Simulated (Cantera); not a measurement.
A freely propagating, adiabatic, planar premixed flame of 9.84 % CH₄, 6.40 % H₂, 17.6 % O₂, 66.1 % N₂, unburnt at 423 K and 10.0 bar; mixture-averaged transport, grid criteria slope 0.08 and curve 0.16, no radiation.

Detailed kinetics in Cantera: GRI-Mech 3.0 (53 species, 325 reactions). Burning velocities carry a grid error of a few per cent, more on coarse grids.

x: mole fraction of selected species; z is measured from the peak of heat release.

| z (mm) | T (K) | u (m/s) | x CH₄ | x H₂ | x O₂ | x CO | x CH₂ | x C₂H₂ |
|---|---|---|---|---|---|---|---|---|
| -0.307 | 424 | 0.234 | 0.0985 | 0.0631 | 0.176 | 8.02e-6 | <1e-8 | 2.95e-8 |
| -0.205 | 432 | 0.239 | 0.0983 | 0.0613 | 0.176 | 0.000114 | <1e-8 | 5.64e-7 |
| -0.154 | 463 | 0.255 | 0.0970 | 0.0590 | 0.175 | 0.000614 | <1e-8 | 3.86e-6 |
| -0.102 | ? | 0.332 | 0.0900 | 0.0550 | 0.166 | 0.00359 | <1e-8 | 2.98e-5 |
| -0.0512 | ? | 0.624 | 0.0604 | 0.0497 | 0.120 | 0.0194 | <1e-8 | 0.000222 |
| -0.0256 | ? | 0.869 | 0.0339 | 0.0474 | 0.0746 | 0.0360 | 6.70e-7 | 0.000510 |
| 0 | ? | 1.09 | 0.0111 | 0.0453 | 0.0301 | 0.0512 | 1.46e-5 | 0.00110 |
| 0.0256 | 2106 | 1.19 | 0.00274 | 0.0443 | 0.00847 | 0.0557 | 2.10e-5 | 0.000978 |
| 0.0512 | 2162 | 1.22 | 0.000940 | 0.0449 | 0.00235 | 0.0552 | 9.53e-6 | 0.000575 |
| 0.102 | 2190 | 1.24 | 0.000281 | 0.0465 | 0.000281 | 0.0537 | 1.86e-6 | 0.000245 |
| 0.205 | 2199 | 1.24 | 8.87e-5 | 0.0478 | 1.60e-5 | 0.0530 | 2.79e-7 | 8.79e-5 |
| 0.410 | 2201 | 1.24 | 2.42e-5 | 0.0482 | 3.01e-6 | 0.0529 | 4.88e-8 | 2.32e-5 |
| 0.819 | 2201 | 1.24 | 2.85e-6 | 0.0483 | 2.45e-6 | 0.0529 | <1e-8 | 2.51e-6 |

**Question.** Some entries are withheld; supply them.

**Answer.** 
- -0.102, T (K): 602
- -0.0512, T (K): 1121
- -0.0256, T (K): 1549
- 0, T (K): 1927
